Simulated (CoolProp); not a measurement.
Octamethyltrisiloxane (MDM) along the isobar 0.0776 MPa: density (kg/m³) from the reference equation and from simpler models built on Tc = 565.4 K, pc = 1.438 MPa, ω = 0.528; each cubic takes its own stable root.

Model: reference Helmholtz-energy equation of state, Thol 2017, in CoolProp.

| T (K) | phase | reference |
|---|---|---|
| 437 | gas | 5.319 |
| 452.3 | gas | 5.104 |
| 467.6 | gas | 4.910 |
| 483 | gas | 4.730 |
| 498.3 | gas | 4.567 |
| 513.6 | gas | 4.416 |
| 529 | gas | 4.274 |
| 544.3 | gas | 4.144 |
| 559.7 | gas | 4.021 |
| 575 | gas | 3.906 |

Q: How far does each simpler model (ideal gas, Peng-Robinson) lie from the reference over these 10 states: mean and median of the absolute difference, and the worst?

A: 
- ideal gas: mean 3.0 %, median 2.8 %, worst -5.0 % at 437 K and 0.0776 MPa
- Peng-Robinson: mean 0.2 %, median 0.2 %, worst +0.2 % at 544.3 K and 0.0776 MPa
